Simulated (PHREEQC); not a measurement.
Make-up at 20 °C: 0.019 mol/kgw H3PO4, 0.00035 mol/kgw Na2SO4 and 0.0012 mol/kgw NaCl. Closed to the air; pH follows from the charge balance.

Computed with PHREEQC (ion-association model, wateq4f.dat).

No solid was allowed to form.

**Question.** Order these S species by the share of S that they hold, largest first: SO4-2, NaSO4-, HSO4-.

**Answer.** SO4-2 (65 %), HSO4- (35 %), NaSO4- (0.39 %)

The pH is 2.08 and the ionic strength 0.0113 mol/kgw. H3PO4, which wateq4f.dat lacks, is added to it with the constant of phreeqc.dat.
